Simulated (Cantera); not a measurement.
An isothermal, constant-pressure homogeneous reactor starts with 45.5 % NH3, 54.5 % N2, at 2250 K and 1050 Torr.

Model: the gas-phase N/H chemistry of the illustrative SiF4/NH3 mechanism in the Surface Chemkin manual (1991), integrated in Cantera. Walls and surfaces, which speed up NH3 decomposition in real reactors, are not modelled.

One state of this run: x NH3 = 0.353; x N = 2.91e-6; x H = 0.000194; x N2H2 = 6.33e-6; x NH2 = 0.00202; x H2 = 0.103; x N2H4 = 4.39e-7. x: mole fraction; the columns are a selection and need not sum to one.

Problem. Which value of t (s) does it belong to?
A. 0.499
B. 0.00830
C. 0.000541
D. 0.127

Solution. C, 0.000541
